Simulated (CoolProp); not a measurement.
Chlorine along the isotherm 16.25 °C: density (kg/m³) from the reference equation and from simpler models built on Tc = 143.7 °C, pc = 7.642 MPa, ω = 0.070; each cubic takes its own stable root.

Model: reference Helmholtz-energy equation of state, Thol 2021, in CoolProp.

```
p (MPa)   phase  reference
-------  ------  ---------
0.0632      gas      1.879
0.0928      gas      2.770
0.136       gas      4.085
0.2         gas      6.063
0.294       gas      9.041
0.431       gas      13.55
0.632    liquid       1420
0.928    liquid       1420
1.36     liquid       1422
2        liquid       1423
2.94     liquid       1426
4.31     liquid       1429
6.32     liquid       1435
9.28     liquid       1442
13.6     liquid       1452
20       liquid       1466
```

### Question
How far does each simpler model (van der Waals, Redlich-Kwong, Peng-Robinson) lie from the reference over these 16 states: mean and median of the absolute difference, and the worst?

### Answer
- van der Waals: mean 34.3 %, median 35.2 %, worst -98.6 % at 16.25 °C and 0.632 MPa
- Redlich-Kwong: mean 5.0 %, median 7.4 %, worst -8.3 % at 16.25 °C and 0.632 MPa
- Peng-Robinson: mean 2.8 %, median 4.1 %, worst +5.0 % at 16.25 °C and 20 MPa

At some of these states van der Waals gives the other phase, because its saturation line lies elsewhere.
